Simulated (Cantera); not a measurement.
A Cantera script and what it prints.

```python
import numpy as np
import cantera as ct

gas_names = """
    TiCL4 TiCL3
""".split()
cond_names = """
    Ti(a) Ti(b) Ti(L)
""".split()


# ... load() reads the species with a 1 bar reference pressure and builds the phases ...
species = {s.name: s for s in load("nasa_gas.yaml", gas_names) + load("nasa_condensed.yaml", cond_names)}
# Each term lists the table entries of one substance; the one whose range holds T is used.
reactions = {
    '3 TiCl4(g) + Ti = 4 TiCl3(g)':
        [(-3, ['TiCL4']), (-1, ['Ti(a)', 'Ti(b)', 'Ti(L)']), (4, ['TiCL3'])],
}


def pick(names, T):
    return next(species[n] for n in names if species[n].thermo.min_temp <= T <= species[n].thermo.max_temp)


results = []
for label, terms in reactions.items():
    print(label)
    print("     T/K   dH/kJ  dS/(J/K)   dG/kJ   log10 K")
    for T in [300, 1625, 1775, 1925, 2075, 2225]:
        used = [(nu, pick(names, T)) for nu, names in terms]
        dH = sum(nu * s.thermo.h(T) for nu, s in used) / 1e6
        dS = sum(nu * s.thermo.s(T) for nu, s in used) / 1e3
        dG = dH - T * dS / 1e3
        logK = -dG * 1e6 / (ct.gas_constant * T * np.log(10))
        results.append((label, T, dH, dS, dG, logK, [s.name for _, s in used]))
        print(f"{T:8g} {dH:8.1f} {dS:8.1f} {dG:8.1f} {logK:8.2f}")
```

Output:

```
3 TiCl4(g) + Ti = 4 TiCl3(g)
     T/K   dH/kJ  dS/(J/K)   dG/kJ   log10 K
     300    132.2    171.9     80.6   -14.03
    1625    113.0    148.6   -128.6     4.13
    1775    110.5    147.2   -150.8     4.44
    1925    107.6    145.6   -172.7     4.69
    2075     88.9    136.1   -193.4     4.87
    2225     84.7    134.1   -213.7     5.02
```

Standard-state values (1 bar) from the NASA 1993 polynomials, evaluated with Cantera. Condensed species are held in their standard states even where they would react or evaporate.
